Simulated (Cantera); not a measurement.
Feed: 1 mol SiH2Cl2, 0.69 mol NH3, a varied amount of N2, at 552 °C and 64.0 mbar.

Cantera equilibrium calculation (NASA polynomials, part measured and part estimated; ideal gas, pure solids and liquids). Candidate condensed phases: NH4Cl, Si, Si3N4; 28 gas species. The numbers say what is thermodynamically allowed, not how fast it happens.

x: gas mole fraction; n: condensed amount in mol.

| n(N2) (mol) | x N2 | x HCl | x H2 | x SiCl4 | x SiHCl3 | x NH3 | n Si3N4(s) |
|---|---|---|---|---|---|---|---|
| 5.3 | 0.636 | 0.184 | 0.163 | 0.0167 | 1.84e-5 | 7.89e-6 | 0.289 |
| 9.2 | 0.754 | … | … | … | … | … | 0.297 |
| 13 | 0.813 | 0.103 | 0.0782 | 0.00611 | 5.73e-6 | 2.95e-6 | 0.301 |
| 17 | 0.850 | 0.0843 | 0.0612 | 0.00432 | 3.88e-6 | 2.09e-6 | 0.305 |
| 21 | 0.875 | … | … | … | … | … | 0.308 |
| 25 | 0.893 | 0.0620 | 0.0425 | 0.00255 | 2.16e-6 | 1.24e-6 | 0.310 |
| 29 | 0.906 | 0.0549 | 0.0368 | 0.00206 | 1.71e-6 | 1.01e-6 | 0.312 |
| 33 | 0.917 | 0.0492 | 0.0324 | 0.00171 | 1.39e-6 | 8.37e-7 | 0.313 |
| 37 | 0.925 | 0.0446 | 0.0289 | 0.00144 | 1.15e-6 | 7.09e-7 | 0.314 |
| 41 | 0.932 | 0.0408 | 0.0261 | 0.00123 | 9.74e-7 | 6.11e-7 | 0.315 |
| 45 | 0.937 | 0.0377 | 0.0238 | 0.00107 | 8.34e-7 | 5.33e-7 | 0.316 |
| 49 | 0.942 | 0.0349 | 0.0219 | 0.000934 | 7.23e-7 | 4.71e-7 | 0.317 |

What belongs in the gaps?


- 9.2, x HCl: 0.131
- 9.2, x H2: 0.106
- 9.2, x SiCl4: 0.00926
- 9.2, x SiHCl3: 9.22e-6
- 9.2, x NH3: 4.47e-6
- 21, x HCl: 0.0714
- 21, x H2: 0.0502
- 21, x SiCl4: 0.00325
- 21, x SiHCl3: 2.83e-6
- 21, x NH3: 1.58e-6
